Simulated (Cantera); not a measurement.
## Stirred combustor or abatement burner

A perfectly stirred reactor is fed with CH4 : CO : O2 : N2 : CO2 = 1 : 0.087 : 1.28 : 4.8 : 1.3 (molar parts), equivalence ratio 1.6, at 8.30 bar; it is adiabatic with a 475 K inlet, and is followed from long to short residence time, starting on the burning branch (τ in s: 0.066, 0.025, 0.0094, 0.0035, 0.0013, 0.0005, 0.00019, 7.2e-05, 2.7e-05).

Computed with Cantera and GRI-Mech 3.0 (53 species, 325 reactions).

```tsv
τ (s)	T (K)	x CH4	x CO	x O2	x HO2	x CH2CO
0.066	1715	0.00852	0.0921	0.00131	3.43e-7	2.96e-5
0.025	1711	0.0105	0.0868	0.00276	8.52e-7	5.85e-5
0.0094	1691	0.0129	0.0821	0.00574	2.29e-6	0.000118
0.0035	1638	0.0171	0.0760	0.0127	7.52e-6	0.000277
0.0013	475	0.118	0.0103	0.151	<1e-12	<1e-12
0.00050	475	0.118	0.0103	0.151	<1e-12	<1e-12
0.00019	475	0.118	0.0103	0.151	<1e-12	<1e-12
7.2e-5	475	0.118	0.0103	0.151	<1e-12	<1e-12
2.7e-5	475	0.118	0.0103	0.151	<1e-12	<1e-12
```
x: mole fraction; the columns are a selection and need not sum to one.
